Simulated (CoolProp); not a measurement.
Properties of water along the isotherm 741 K (Tc = 647.1 K, pc = 22.06 MPa, ω = 0.344).

Model: reference Helmholtz-energy equation of state, Wagner 2002, in CoolProp.

```
p (MPa)          phase       Z  fugacity coefficient
-------  -------------  ------  --------------------
4.6                gas  0.9574                0.9591
9.19               gas  0.9117                0.9185
13.8               gas  0.8623                0.8779
18.4               gas  0.8093                0.8378
23       supercritical  0.7527                0.7981
27.6     supercritical  0.6925                0.7589
32.2     supercritical  0.6295                0.7203
36.8     supercritical  0.5659                0.6827
41.4     supercritical  0.5069                0.6464
46       supercritical  0.4602                0.6121
50.6     supercritical  0.4306                0.5806
55.2     supercritical  0.4161                0.5521
```
